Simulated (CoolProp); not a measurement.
CHF3 (R23) at several states: Z from the reference equation and from simpler models built on Tc = 26.1 °C, pc = 4.832 MPa, ω = 0.263; each cubic takes its own stable root.

Computed with CoolProp (reference Helmholtz-energy equation of state, Penoncello 2003).

```json
[
 {"T (°C)": "7.05", "p (MPa)": "0.182", "phase": "gas", "reference": "0.9827", "Redlich-Kwong": "0.9843", "Soave-Redlich-Kwong": "0.9839", "Peng-Robinson": "0.9823"},
 {"T (°C)": "136.75", "p (MPa)": "1.24", "phase": "gas", "reference": "0.9703", "Redlich-Kwong": "0.9662", "Soave-Redlich-Kwong": "0.9743", "Peng-Robinson": "0.9678"},
 {"T (°C)": "-84.35", "p (MPa)": "3.56", "phase": "liquid", "reference": "0.1085", "Redlich-Kwong": "0.1307", "Soave-Redlich-Kwong": "0.1267", "Peng-Robinson": "0.1122"}
]
```
